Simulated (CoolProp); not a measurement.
Model: reference Helmholtz-energy equation of state, Thol 2016, in CoolProp.

Task: Give the vapour pressure (MPa), liquid cp (kJ/(kg K)), surface tension (mN/m) of saturated hexamethyldisiloxane (MM) at 421.6, 439.7, 445.8 K.

Result: 
```json
[
 {"T (K)": "421.6", "p (MPa)": "0.339", "liquid cp (kJ/(kg K))": "2.28", "surface tension (mN/m)": "5.43"},
 {"T (K)": "439.7", "p (MPa)": "0.495", "liquid cp (kJ/(kg K))": "2.36", "surface tension (mN/m)": "4.18"},
 {"T (K)": "445.8", "p (MPa)": "0.558", "liquid cp (kJ/(kg K))": "2.38", "surface tension (mN/m)": "3.77"}
]
```

Surface tension comes from a separate correlation (Mulero 2014), older than this fluid's equation and unchecked against measurements.
